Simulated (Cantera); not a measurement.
A Cantera script and its output.

```python
import numpy as np
import cantera as ct

gas = ct.Solution("h2o2.yaml")
gas.TPX = 1500, 1000000, {'H2': 1, 'O2': 0.649, 'N2': 2.44}
reactor = ct.IdealGasConstPressureReactor(gas, energy="on", clone=False)
net = ct.ReactorNet([reactor])
net.rtol, net.atol = 1e-08, 1e-16
show = ['H2', 'O2', 'H2O2', 'HO2', 'H2O', 'OH']
times = np.geomspace(6e-06, 0.3, 14)

steps = ct.SolutionArray(gas, extra=["t"])
rows = []
print(f"{'t/s':>10s}{'T/K':>9s}{'P/Pa':>11s}" + "".join(f"{s:>11s}" for s in show))
for t in times:
    while net.time < t:
        t_next = net.step()
        steps.append(gas.state, t=t_next)
    rows.append([np.interp(t, steps.t, y) for y in (steps.T, steps.P, *steps(*show).X.T)])
    print(f"{t:10.3e}{rows[-1][0]:9.1f}{rows[-1][1]:11.4g}" + "".join(f"{x:11.3e}" for x in rows[-1][2:]))
rate = np.gradient(steps.T, steps.t)
print("integrator steps:", len(steps.t))
if steps.T.max() > steps.T[0] + 200:
    print(f"time of steepest temperature rise: {steps.t[rate.argmax()]:.4e} s")
gas.TPX = 1500, 1000000, {'H2': 1, 'O2': 0.649, 'N2': 2.44}
gas.equilibrate("HP")
print(f"equilibrium (HP): T = {gas.T:.1f} K  " + "  ".join(f"{s} {gas[s].X[0]:.3e}" for s in show))
```

Output:

```
       t/s      T/K       P/Pa         H2         O2       H2O2        HO2        H2O         OH
 6.000e-06   2916.7      1e+06  1.483e-02  3.959e-02  2.272e-06  2.941e-05  2.417e-01  2.702e-02
 1.379e-05   2932.2      1e+06  1.386e-02  3.937e-02  2.385e-06  2.951e-05  2.436e-01  2.643e-02
 3.170e-05   2932.2      1e+06  1.386e-02  3.937e-02  2.385e-06  2.951e-05  2.436e-01  2.643e-02
 7.287e-05   2932.2      1e+06  1.386e-02  3.937e-02  2.385e-06  2.951e-05  2.436e-01  2.643e-02
 1.675e-04   2932.2      1e+06  1.386e-02  3.937e-02  2.385e-06  2.951e-05  2.436e-01  2.643e-02
 3.850e-04   2932.2      1e+06  1.386e-02  3.937e-02  2.385e-06  2.951e-05  2.436e-01  2.643e-02
 8.849e-04   2932.2      1e+06  1.386e-02  3.937e-02  2.385e-06  2.951e-05  2.436e-01  2.643e-02
 2.034e-03   2932.2      1e+06  1.386e-02  3.937e-02  2.385e-06  2.951e-05  2.436e-01  2.643e-02
 4.675e-03   2932.2      1e+06  1.386e-02  3.937e-02  2.385e-06  2.951e-05  2.436e-01  2.643e-02
 1.075e-02   2932.2      1e+06  1.386e-02  3.937e-02  2.385e-06  2.951e-05  2.436e-01  2.643e-02
 2.470e-02   2932.2      1e+06  1.386e-02  3.937e-02  2.385e-06  2.951e-05  2.436e-01  2.643e-02
 5.678e-02   2932.2      1e+06  1.386e-02  3.937e-02  2.385e-06  2.951e-05  2.436e-01  2.643e-02
 1.305e-01   2932.2      1e+06  1.386e-02  3.937e-02  2.385e-06  2.951e-05  2.436e-01  2.643e-02
 3.000e-01   2932.2      1e+06  1.386e-02  3.937e-02  2.385e-06  2.951e-05  2.436e-01  2.643e-02
integrator steps: 1101
time of steepest temperature rise: 1.4899e-06 s
equilibrium (HP): T = 2932.2 K  H2 1.386e-02  O2 3.937e-02  H2O2 2.385e-06  HO2 2.951e-05  H2O 2.436e-01  OH 2.643e-02
```

Model: the H2/O2 subset of GRI-Mech 3.0, which has no nitrogen chemistry, integrated in Cantera. The hydrogen kinetics of GRI-Mech 3.0 are dated; newer H2 mechanisms differ, most at raised pressure.
